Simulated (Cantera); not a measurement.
An adiabatic, constant-pressure homogeneous reactor starts with 5.00 % CH₄, 20.0 % O₂, 75.0 % N₂, at 1575 K and 5.00 bar.

Computed with Cantera and GRI-Mech 3.0 (53 species, 325 reactions).

Problem. Predict: time of steepest temperature rise; temperature at 0.400 s; equilibrium temperature; x(O₂) at 0.400 s; x(OH) at 0.400 s; x(H₂O) at 0.400 s; x(CO₂) at 0.400 s; x(NO₂) at 0.400 s.

Solution. 
```json
{
  "time_of_steepest_temperature_rise": "0.134 ms",
  "temperature at 0.400 s": "2502 K",
  "equilibrium_temperature": "2502 K",
  "x(O₂) at 0.400 s": "0.0910 (gas-phase equilibrium 0.0910)",
  "x(OH) at 0.400 s": "0.00771 (gas-phase equilibrium 0.00771)",
  "x(H₂O) at 0.400 s": "0.0946 (gas-phase equilibrium 0.0946)",
  "x(CO₂) at 0.400 s": "0.0471 (gas-phase equilibrium 0.0471)",
  "x(NO₂) at 0.400 s": "1.92e-5 (gas-phase equilibrium 1.92e-5)"
}
```
